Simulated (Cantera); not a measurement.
## Stirred combustor or abatement burner

A perfectly stirred reactor is fed with C3H8 : O2 : N2 : CO2 = 1 : 3.33 : 9.33 : 0.41 (molar parts), at 8.78 atm; it is adiabatic with a 598 K inlet, and is followed from long to short residence time, starting on the burning branch (τ in s: 0.048, 0.026, 0.014, 0.0073, 0.0039, 0.0021, 0.0011, 0.00059, 0.00032, 0.00017, 9e-05).

Model: GRI-Mech 3.0 (53 species, 325 reactions), integrated in Cantera. GRI-Mech 3.0 was tuned for natural gas; its chemistry of propane as a main component is partial and can be far from experiment.

| τ (s) | T (K) | x C3H8 | x O2 | x HCN | x CO | x HCO | x CH3 |
|---|---|---|---|---|---|---|---|
| 0.048 | 2373 | 8.60e-8 | 2.75e-5 | 2.15e-6 | 0.137 | 2.83e-7 | 6.22e-6 |
| 0.026 | 2372 | 1.55e-7 | 4.13e-5 | 3.87e-6 | 0.137 | 3.05e-7 | 1.07e-5 |
| 0.014 | 2370 | 2.78e-7 | 6.48e-5 | 6.98e-6 | 0.137 | 3.42e-7 | 1.81e-5 |
| 0.0073 | 2369 | 5.11e-7 | 0.000106 | 1.27e-5 | 0.137 | 4.01e-7 | 3.05e-5 |
| 0.0039 | 2366 | 9.08e-7 | 0.000173 | 2.19e-5 | 0.136 | 4.92e-7 | 4.95e-5 |
| 0.0021 | 2363 | 1.59e-6 | 0.000281 | 3.61e-5 | 0.136 | 6.36e-7 | 7.84e-5 |
| 0.0011 | 2359 | 2.85e-6 | 0.000468 | 5.88e-5 | 0.136 | 8.83e-7 | 0.000125 |
| 0.00059 | 2353 | 5.00e-6 | 0.000769 | 9.02e-5 | 0.135 | 1.28e-6 | 0.000195 |
| 0.00032 | 2346 | 8.73e-6 | 0.00126 | 0.000131 | 0.134 | 1.95e-6 | 0.000298 |
| 0.00017 | 2335 | 1.57e-5 | 0.00212 | 0.000179 | 0.133 | 3.11e-6 | 0.000461 |
| 9.0e-5 | 2316 | 2.91e-5 | 0.00365 | 0.000216 | 0.132 | 5.14e-6 | 0.000711 |
x: mole fraction; the columns are a selection and need not sum to one.
